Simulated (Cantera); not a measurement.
Cantera run, input and output.

```python
import numpy as np
import cantera as ct

gas = ct.Solution("gri30.yaml")
gas.TPX = 548, 110000, {'CO': 1, 'H2': 0.3, 'CH4': 0.11, 'O2': 0.544, 'N2': 2.04}
inlet = ct.Reservoir(gas, clone=True)
gas.equilibrate("HP")  # start burning
reactor = ct.IdealGasConstPressureReactor(gas, energy="on", clone=False)
exhaust = ct.Reservoir(gas, clone=True)
tau = [0.061, 0.022, 0.0077, 0.0027, 0.00096, 0.00034, 0.00012, 4.3e-05, 1.5e-05][0]
for a, b in ((inlet, reactor), (reactor, exhaust)):
    ct.MassFlowController(a, b, mdot=lambda t: reactor.mass / tau)
net = ct.ReactorNet([reactor])
show = ['CO', 'H2', 'CH4', 'O', 'CH2']

rows = []
print(f"{'tau/s':>10s}{'T/K':>9s}" + "".join(f"{s:>11s}" for s in show))
for tau in [0.061, 0.022, 0.0077, 0.0027, 0.00096, 0.00034, 0.00012, 4.3e-05, 1.5e-05]:
    net.initial_time = 0.0
    net.advance(30 * tau)
    before = gas.X
    net.advance(40 * tau)
    drift = np.max(np.abs(gas.X - before) / (gas.X + 1e-9))
    rows.append([gas.T, *gas[show].X, drift])
    print(f"{tau:10.3e}{gas.T:9.1f}" + "".join(f"{x:11.3e}" for x in gas[show].X))
```

Output:

```
     tau/s      T/K         CO         H2        CH4          O        CH2
 6.100e-02   2341.0  1.567e-01  2.200e-02  1.436e-06  2.372e-04  7.903e-08
 2.200e-02   2320.0  1.572e-01  2.218e-02  2.567e-06  4.426e-04  1.521e-07
 7.700e-03   2280.4  1.583e-01  2.258e-02  4.564e-06  9.217e-04  2.584e-07
 2.700e-03   2213.5  1.602e-01  2.337e-02  8.512e-06  1.896e-03  3.885e-07
 9.600e-04   2113.8  1.627e-01  2.454e-02  1.728e-05  3.554e-03  5.352e-07
 3.400e-04   1981.2  1.654e-01  2.581e-02  4.008e-05  5.907e-03  7.091e-07
 1.200e-04   1823.2  1.693e-01  2.654e-02  1.119e-04  8.493e-03  9.545e-07
 4.300e-05   1643.5  1.843e-01  2.649e-02  4.247e-04  9.880e-03  1.471e-06
 1.500e-05    548.0  2.504e-01  7.511e-02  2.754e-02  2.194e-18  3.101e-33
```

Cantera simulation using GRI-Mech 3.0 (53 species, 325 reactions); the numbers are that mechanism's predictions, not measurements.
